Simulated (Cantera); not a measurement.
Thermodynamics of silicon nitride deposition, feed SiH₄ + NH₃ + H₂

Input: 1 mol SiH₄, 0.25 mol NH₃, 3.7 mol H₂, at 47.3 Torr.

Cantera equilibrium calculation (NASA polynomials, part measured and part estimated; ideal gas, pure solids and liquids). Candidate condensed phases: Si, Si₃N₄; 18 gas species. Mutual solubility and eutectic melting of coexisting phases are not modelled. Gases not in the tables: Si₂H₆ and higher silanes. Rates play no part.

| T (K) | log p H₂ | log p N₂ | log p H | log p Si | log p SiH₂ | log p SiH | n Si(s) | n Si₃N₄(s) | n Si(l) |
|---|---|---|---|---|---|---|---|---|---|
| 1025 | -1.20 | -10.31 | -8.96 | <-13 | -10.92 | <-13 | 0.812 | 0.0625 | 0 |
| 1100 | -1.20 | -9.02 | -8.19 | <-13 | -10.08 | -12.75 | 0.812 | 0.0625 | 0 |
| 1175 | -1.20 | -7.89 | -7.51 | -12.27 | -9.35 | -11.62 | 0.813 | 0.0625 | 0 |
| 1250 | -1.20 | -6.90 | -6.92 | -11.08 | -8.71 | -10.64 | 0.813 | 0.0625 | 0 |
| 1325 | -1.20 | -6.02 | -6.39 | -10.03 | -8.13 | -9.77 | 0.813 | 0.0625 | 0 |
| 1400 | -1.20 | -5.24 | -5.91 | -9.08 | -7.62 | -8.99 | 0.813 | 0.0622 | 0 |
| 1475 | -1.20 | -4.54 | -5.49 | -8.24 | -7.17 | -8.29 | 0.817 | 0.0611 | 0 |
| 1550 | -1.20 | -3.91 | -5.10 | -7.48 | -6.76 | -7.66 | 0.830 | 0.0566 | 0 |
| 1625 | -1.20 | -3.34 | -4.75 | -6.79 | -6.38 | -7.09 | 0.879 | 0.0403 | 0 |
| 1700 | -1.21 | -2.90 | -4.44 | -6.17 | -6.06 | -6.58 | 0 | 0 | 1.000 |
| 1775 | -1.21 | -2.90 | -4.14 | -5.66 | -5.81 | -6.17 | 0 | 0 | 1.000 |
| 1850 | -1.21 | -2.90 | -3.87 | -5.19 | -5.59 | -5.80 | 0 | 0 | 0.999 |
| 1925 | -1.21 | -2.90 | -3.63 | -4.76 | -5.38 | -5.45 | 0 | 0 | 0.997 |
log p: log10 of the partial pressure in bar; n: condensed amount in mol.

From 1025 K to 1625 K the condensed part is Si(s) + Si₃N₄(s). From 1700 K to 1925 K the condensed part is Si(l). The main Si-bearing gas is SiH₄ at 1025 K and Si at 1925 K.
